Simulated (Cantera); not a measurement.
A freely propagating, adiabatic, planar premixed flame of H2 : O2 : N2 = 1 : 0.649 : 2.44 (molar parts), equivalence ratio 0.77, unburnt at 350 K and 750 Torr; mixture-averaged transport, grid criteria slope 0.08 and curve 0.16, no radiation.

Detailed kinetics in Cantera: the H2/O2 subset of GRI-Mech 3.0, which has no nitrogen chemistry. Burning velocities carry a grid error of a few per cent, more on coarse grids.

Task: What does this change do: 0.39 parts H2O added?

Result: 
| quantity | before | after |
|---|---|---|
| laminar burning velocity | 203 cm/s | 136 cm/s |
| thermal thickness | 0.356 mm | 0.350 mm |
| peak x(OH) | 0.0126 | 0.00924 |
| peak x(HO2) | 0.000443 | 0.000495 |
| peak x(H2O2) | 8.60e-5 | 9.29e-5 |
| peak x(H) | 0.0238 | 0.0126 |

Task: What does this change do: H2 1 to 1.3 parts?

Result: 
| quantity | before | after |
|---|---|---|
| laminar burning velocity | 203 cm/s | 297 cm/s |
| thermal thickness | 0.356 mm | 0.370 mm |
| peak x(OH) | 0.0126 | 0.0154 |
| peak x(HO2) | 0.000443 | 0.000480 |
| peak x(H2O2) | 8.60e-5 | 9.86e-5 |
| peak x(H) | 0.0238 | 0.0454 |

Task: What does this change do: 0.064 parts H2O added?

Result: 
```tsv
quantity	before	after
laminar burning velocity	203 cm/s	192 cm/s
thermal thickness	0.356 mm	0.351 mm
peak x(OH)	0.0126	0.0120
peak x(HO2)	0.000443	0.000460
peak x(H2O2)	8.60e-5	8.66e-5
peak x(H)	0.0238	0.0216
```
